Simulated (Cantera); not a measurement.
A closed system holds: 1 mol CaO, 35 mol Cl2, 2 mol N2, equilibrated at 1425 K and 2.10 Pa.

These are equilibrium values from Cantera (NASA tables, ideal gas, pure condensed phases), not measurements of a reactor. Candidate condensed phases: Ca, CaCl2, CaO; 17 gas species. The numbers say what is thermodynamically allowed, not how fast it happens.

Base state: Cl 0.935, N2 0.0284, Cl2 0.0155, CaCl2 0.0142, O2 0.00707, NO 2.90e-5, O 2.55e-5 (mole fractions); condensed: gas only.

Q: What changes in the equilibrium state with this change: pressure from 2.10 Pa to 12.0 mbar?

A: 
```json
[
 {"species": "Cl2", "before": "0.0155", "after": "0.663"},
 {"species": "Cl", "before": "0.935", "after": "0.255"},
 {"species": "N2", "before": "0.0284", "after": "0.0465"},
 {"species": "CaCl2", "before": "0.0142", "after": "0.0233"},
 {"species": "O2", "before": "0.00707", "after": "0.0116"},
 {"species": "O", "before": "2.55e-5", "after": "1.36e-6"},
 {"species": "ClO", "before": "9.79e-6", "after": "8.18e-5"},
 {"species": "NO", "before": "2.90e-5", "after": "4.74e-5"}
]
```
